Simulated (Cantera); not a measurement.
Feed: 1 mol MgO, 6.6 mol H2, 0.018 mol C, at 1225 °C and 1000 Pa.

Equilibrium computed with Cantera from the NASA thermochemical tables; the gas is ideal and each condensed phase is pure. Candidate condensed phases: C, C6H6, C7H8, C8H18, H2O, Mg, MgCO3, MgO, Mg(OH)2; 116 gas species. Kinetics and transport are ignored.

Base state: H2 0.994, Mg 0.00274, CO 0.00271, H 0.000172, H2O 3.47e-5 (mole fractions); condensed: MgO(s).

**Question.** What changes in the equilibrium state with this change: temperature from 1225 °C to 2225 °C?

**Answer.** 
```
species        before     after
-----------  --------  --------
H2              0.994     0.575
H            0.000172     0.189
Mg            0.00274     0.117
H2O           3.47e-5     0.106
OH              <1e-9   0.00722
O               <1e-9   0.00156
MgO             <1e-9  0.000254
O2              <1e-9  0.000118
MgO(s), mol     0.982         0
```
The tables' values for MgH are old estimates; treat these amounts as uncertain.
